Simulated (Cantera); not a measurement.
Thermodynamics of silicon oxide and oxynitride deposition, feed HMDSO + O2

Feed: 1 mol HMDSO, a varied amount of O2, held at 1498.15 K and 69.0 mbar.

Equilibrium computed with Cantera from the NASA thermochemical tables; the gas is ideal and each condensed phase is pure. Candidate condensed phases: C, C6H6, C7H8, C8H18, H2O, Si, SiC, SiO2; 123 gas species. The feed counts by its element totals alone. Mutual solubility and eutectic melting of coexisting phases are not modelled. The tables hold silica as quartz up to 1696 K and as liquid above; real silica turns to tridymite and cristobalite and melts near 1996 K. Gases not in the tables: Si(OH)4. The numbers say what is thermodynamically allowed, not how fast it happens.

```
n(O2) (mol)      x H2    x H2O    x CO2      x CO     x SiO  n C(graphite)  n SiC(s)  n SiO2(β-quartz)
-----------  --------  -------  -------  --------  --------  -------------  --------  ----------------
1.2             0.726  2.38e-5  3.49e-6     0.274  0.000532          0.612      1.99                 0
2.4             0.682  2.60e-5  4.69e-6     0.318  0.000618          0.617      1.19             0.801
3.6             0.681  2.60e-5  4.72e-6     0.318  0.000616           1.79         0              1.99
4.8             0.568   0.0316  0.00843     0.392   4.24e-7              0         0              2.00
6               0.447    0.153   0.0469     0.353   6.87e-8              0         0              2.00
7.2             0.334    0.266   0.0942     0.306   2.96e-8              0         0              2.00
8.3             0.240    0.360    0.147     0.253   1.57e-8              0         0              2.00
9.5             0.149    0.451    0.216     0.184   7.79e-9              0         0              2.00
11             0.0531    0.547    0.320    0.0802   2.29e-9              0         0              2.00
12           0.000240    0.600    0.399  0.000412  9.42e-12              0         0              2.00
```
x: gas mole fraction; n: condensed amount in mol.

At 1.2 mol O2 the condensed part is C(graphite) + SiC(s). At 2.4 mol O2 the condensed part is C(graphite) + SiC(s) + SiO2(β-quartz). At 3.6 mol O2 the condensed part is C(graphite) + SiO2(β-quartz). From 4.8 mol O2 to 12 mol O2 the condensed part is SiO2(β-quartz).
